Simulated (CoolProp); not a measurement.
Vapour pressure (bar) of CHF3 (R23): the reference equation beside estimates from Tc = 299.3 K, pc = 48.32 bar, ω = 0.263. Clausius-Clapeyron is anchored at 222.5 K with a constant enthalpy of vaporisation of 14.75 kJ/mol.

The numbers come from the reference Helmholtz-energy equation of state, Penoncello 2003 in CoolProp.

| T (K) | reference | Clausius-Clapeyron | van der Waals | Soave-Redlich-Kwong |
|---|---|---|---|---|
| 211.4 | 2.880 | 3.068 | 10.14 | 2.881 |
| 214.2 | 3.269 | ? | 10.83 | 3.277 |
| 216.9 | 3.682 | 3.796 | 11.53 | 3.696 |
| 219.7 | 4.151 | 4.213 | 12.29 | ? |
| 222.5 | 4.664 | 4.664 | 13.08 | 4.696 |
| 225.2 | 5.202 | 5.131 | 13.86 | 5.245 |
| 228 | 5.810 | 5.653 | 14.71 | 5.865 |
| 230.7 | 6.445 | 6.191 | 15.56 | 6.514 |
| 233.5 | 7.157 | ? | 16.48 | 7.242 |
| 236.2 | 7.899 | 7.406 | 17.39 | ? |
| 239 | 8.728 | 8.087 | 18.37 | 8.849 |
| 241.7 | 9.587 | 8.786 | 19.34 | 9.728 |

Task: Complete the blanks.

Result: 
- 214.2, Clausius-Clapeyron: 3.424
- 219.7, Soave-Redlich-Kwong: 4.173
- 233.5, Clausius-Clapeyron: 6.790
- 236.2, Soave-Redlich-Kwong: 8.001

Absolute difference from the reference over all 12 rows, mean and median: Clausius-Clapeyron 4.2 and 4.3 %, van der Waals 166.4 and 159.8 %, Soave-Redlich-Kwong 0.8 and 0.9 %.
